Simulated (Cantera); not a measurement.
A closed system holds: 1 mol CO₂, 0.49 mol H₂, held at 2698.15 K and 1 atm.

Method: chemical equilibrium by Gibbs-energy minimisation in Cantera with the NASA 1993 tables (ideal gas, pure condensed phases). Candidate condensed phases: C, C₆H₆, C₇H₈, C₈H₁₈, H₂O; 110 gas species. Rates play no part.

Base state: CO₂ 0.338, CO 0.313, H₂O 0.267, H₂ 0.0367, OH 0.0200, O₂ 0.0110, H 0.0107, O 0.00373 (mole fractions); condensed: gas only.

Problem. What changes in the equilibrium state with this change: temperature from 2698.15 K to 1023.15 K?

Solution. 
| species | before | after |
|---|---|---|
| CO₂ | 0.338 | 0.464 |
| H₂O | 0.267 | 0.208 |
| CO | 0.313 | 0.207 |
| H₂ | 0.0367 | 0.121 |
| OH | 0.0200 | <1e-9 |
| O₂ | 0.0110 | <1e-9 |
| H | 0.0107 | 1.44e-9 |
| O | 0.00373 | <1e-9 |
| CH₄ | <1e-9 | 3.74e-5 |
